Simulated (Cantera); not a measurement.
Adiabatic ignition

An adiabatic, constant-volume homogeneous reactor starts with CO : H2 : O2 : N2 = 1 : 0.15 : 0.359 : 1.55 (molar parts), equivalence ratio 1.6, at 1675 K and 760 Torr.

Model: GRI-Mech 3.0 (53 species, 325 reactions), integrated in Cantera.

```json
[
 {"t (s)": "4.00e-6", "T (K)": "1675", "P (bar)": "1.01", "x CO": "0.327", "x H2": "0.0490", "x O2": "0.117", "x OH": "4.06e-6", "x H2O": "8.96e-6", "x HO2": "7.17e-7"},
 {"t (s)": "1.39e-5", "T (K)": "1696", "P (bar)": "1.03", "x CO": "0.319", "x H2": "0.0282", "x O2": "0.101", "x OH": "0.00444", "x H2O": "0.0126", "x HO2": "1.91e-5"},
 {"t (s)": "4.80e-5", "T (K)": "2185", "P (bar)": "1.29", "x CO": "0.232", "x H2": "0.00796", "x O2": "0.0357", "x OH": "0.0114", "x H2O": "0.0183", "x HO2": "5.26e-6"},
 {"t (s)": "0.000167", "T (K)": "2772", "P (bar)": "1.58", "x CO": "0.220", "x H2": "0.00748", "x O2": "0.0287", "x OH": "0.0152", "x H2O": "0.0302", "x HO2": "3.72e-6"},
 {"t (s)": "0.000577", "T (K)": "2955", "P (bar)": "1.66", "x CO": "0.211", "x H2": "0.00700", "x O2": "0.0218", "x OH": "0.0141", "x H2O": "0.0342", "x HO2": "4.74e-6"},
 {"t (s)": "0.00200", "T (K)": "2950", "P (bar)": "1.66", "x CO": "0.211", "x H2": "0.00707", "x O2": "0.0207", "x OH": "0.0138", "x H2O": "0.0344", "x HO2": "4.52e-6"},
 {"t (s)": "0.00693", "T (K)": "2950", "P (bar)": "1.66", "x CO": "0.211", "x H2": "0.00708", "x O2": "0.0207", "x OH": "0.0138", "x H2O": "0.0344", "x HO2": "4.52e-6"},
 {"t (s)": "0.0240", "T (K)": "2950", "P (bar)": "1.66", "x CO": "0.211", "x H2": "0.00708", "x O2": "0.0207", "x OH": "0.0138", "x H2O": "0.0344", "x HO2": "4.52e-6"},
 {"t (s)": "0.0833", "T (K)": "2950", "P (bar)": "1.66", "x CO": "0.211", "x H2": "0.00708", "x O2": "0.0207", "x OH": "0.0138", "x H2O": "0.0344", "x HO2": "4.52e-6"},
 {"t (s)": "0.289", "T (K)": "2950", "P (bar)": "1.66", "x CO": "0.211", "x H2": "0.00708", "x O2": "0.0207", "x OH": "0.0138", "x H2O": "0.0344", "x HO2": "4.52e-6"},
 {"t (s)": "1.00", "T (K)": "2950", "P (bar)": "1.66", "x CO": "0.211", "x H2": "0.00708", "x O2": "0.0207", "x OH": "0.0138", "x H2O": "0.0344", "x HO2": "4.52e-6"}
]
```
x: mole fraction; the columns are a selection and need not sum to one.

| Item | Value |
|---|---|
| time of steepest temperature rise | 17.4 µs |
| temperature at 1.00 s | 2950 K |
| equilibrium temperature | 2950 K |
| x(CO) at 1.00 s | 0.211 (gas-phase equilibrium 0.211) |
| x(H2) at 1.00 s | 0.00708 (gas-phase equilibrium 0.00708) |
| x(O2) at 1.00 s | 0.0207 (gas-phase equilibrium 0.0207) |
